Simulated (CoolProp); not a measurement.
Vapour-liquid equilibrium of C2F6 (R116) (1) + R134a (2) at -35.25 °C; x and y are mole fractions of (1).

Values from CoolProp's multi-fluid Helmholtz-energy mixture model, Lemmon 2006 and Tillner-Roth 1994; pair parameters Bell 2016.

```json
[
 {"x": "0.05", "bubble pressure, mixture model (MPa)": "0.1719", "bubble pressure, Raoult's law (MPa)": "0.09400", "y, mixture model": "0.623", "y, Raoult's law": "0.340"},
 {"x": "0.125", "bubble pressure, mixture model (MPa)": "0.2929", "bubble pressure, Raoult's law (MPa)": "0.1370", "y, mixture model": "___", "y, Raoult's law": "0.583"},
 {"x": "0.2", "bubble pressure, mixture model (MPa)": "___", "bubble pressure, Raoult's law (MPa)": "0.1800", "y, mixture model": "0.835", "y, Raoult's law": "0.710"},
 {"x": "0.275", "bubble pressure, mixture model (MPa)": "0.4309", "bubble pressure, Raoult's law (MPa)": "0.2231", "y, mixture model": "0.860", "y, Raoult's law": "0.788"},
 {"x": "0.35", "bubble pressure, mixture model (MPa)": "0.4669", "bubble pressure, Raoult's law (MPa)": "0.2661", "y, mixture model": "0.874", "y, Raoult's law": "0.840"},
 {"x": "0.425", "bubble pressure, mixture model (MPa)": "0.4910", "bubble pressure, Raoult's law (MPa)": "0.3091", "y, mixture model": "0.883", "y, Raoult's law": "0.878"},
 {"x": "0.5", "bubble pressure, mixture model (MPa)": "0.5086", "bubble pressure, Raoult's law (MPa)": "0.3521", "y, mixture model": "___", "y, Raoult's law": "0.907"},
 {"x": "0.575", "bubble pressure, mixture model (MPa)": "0.5236", "bubble pressure, Raoult's law (MPa)": "0.3951", "y, mixture model": "0.897", "y, Raoult's law": "0.930"},
 {"x": "0.65", "bubble pressure, mixture model (MPa)": "0.5386", "bubble pressure, Raoult's law (MPa)": "0.4381", "y, mixture model": "0.904", "y, Raoult's law": "0.948"},
 {"x": "0.725", "bubble pressure, mixture model (MPa)": "0.5554", "bubble pressure, Raoult's law (MPa)": "0.4812", "y, mixture model": "0.914", "y, Raoult's law": "0.963"},
 {"x": "0.8", "bubble pressure, mixture model (MPa)": "0.5749", "bubble pressure, Raoult's law (MPa)": "0.5242", "y, mixture model": "___", "y, Raoult's law": "0.975"},
 {"x": "0.875", "bubble pressure, mixture model (MPa)": "0.5973", "bubble pressure, Raoult's law (MPa)": "0.5672", "y, mixture model": "0.946", "y, Raoult's law": "0.986"},
 {"x": "0.95", "bubble pressure, mixture model (MPa)": "0.6220", "bubble pressure, Raoult's law (MPa)": "0.6102", "y, mixture model": "0.974", "y, Raoult's law": "0.995"}
]
```

Task: Fill in the missing entries.

Result: 
- 0.125, y, mixture model: 0.783
- 0.2, bubble pressure, mixture model (MPa): 0.3759
- 0.5, y, mixture model: 0.890
- 0.8, y, mixture model: 0.927

The largest gap from Raoult's law is +113.8 % in bubble pressure, at x = 0.125. No azeotrope shows between x = 0.05 and 0.95.

Pair parameters are fitted to limited data, so mixtures are less certain than the pure fluids. With so large a gap from Raoult's law the liquid may split in two, which this calculation doesn't test in full.
